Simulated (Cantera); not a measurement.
## Abatement and gas-phase synthesis: CO2 + H2 + O2

Input: 1 mol CO2, 3.8 mol H2, 0.55 mol O2, equilibrated at 3173 K and 50.0 bar.

Method: chemical equilibrium by Gibbs-energy minimisation in Cantera with the NASA 1993 tables (ideal gas, pure condensed phases). Candidate condensed phases: C, C6H6, C7H8, C8H18, H2O; 110 gas species. The ideal-gas law is rough above about 30 bar. Equilibrium is a limit: real reactors are often held back by kinetics, nucleation or transport.

```yaml
x(H2O): 0.396
x(H2): 0.367
x(CO): 0.180
x(CO2): 0.0250
x(H): 0.0224
x(OH): 0.00908
x(O): 0.000332
x(O2): 0.000140
x(HCO): 1.31e-5
gas_amount: 4.879 mol
log10 activity of C(graphite) (absent): -4.25
```
